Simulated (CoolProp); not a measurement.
CF4 (R14) along the isotherm -38.25 °C: fugacity coefficient from the reference equation and from simpler models built on Tc = -45.8 °C, pc = 37.62 bar, ω = 0.178; each cubic takes its own stable root.

Values from CoolProp's reference Helmholtz-energy equation of state, Platzer 1990. This equation is an older, rougher fit; its heat capacities, sound speeds and derivatives of the liquid may be far off and weren't checked against measurements.

```tsv
p (bar)	phase	reference
26.9	gas	0.7883
53.7	supercritical	0.5690
80.6	supercritical	0.4301
107	supercritical	0.3620
134	supercritical	0.3219
161	supercritical	0.2972
188	supercritical	0.2815
215	supercritical	0.2716
242	supercritical	0.2657
269	supercritical	0.2628
296	supercritical	0.2622
322	supercritical	0.2634
349	supercritical	0.2661
376	supercritical	0.2703
```

Q: How far does each simpler model (van der Waals, Soave-Redlich-Kwong, Peng-Robinson) lie from the reference over these 14 states: mean and median of the absolute difference, and the worst?

A: 
- van der Waals: mean 23.1 %, median 22.9 %, worst +46.0 % at -38.25 °C and 376 bar
- Soave-Redlich-Kwong: mean 4.4 %, median 5.3 %, worst +5.7 % at -38.25 °C and 296 bar
- Peng-Robinson: mean 5.7 %, median 5.2 %, worst -10.6 % at -38.25 °C and 376 bar
